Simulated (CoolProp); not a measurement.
Vapour-liquid equilibrium of carbon dioxide (1) + R125 (2) at -29.95 °C; x and y are mole fractions of (1).

Model: multi-fluid Helmholtz-energy mixture model, Span 1996 and Lemmon 2005; pair parameters Bell 2016, in CoolProp.

### Question
Give the bubble pressure and the first vapour's composition at x = 0.05, 0.2, 0.65. Is there an azeotrope?

### Answer
x = 0.05: 3.039 bar, y = 0.268; x = 0.2: 5.233 bar, y = 0.617; x = 0.65: 10.55 bar, y = 0.889. No azeotrope shows between x = 0.05 and 0.95.

Pair parameters are fitted to limited data, so mixtures are less certain than the pure fluids.
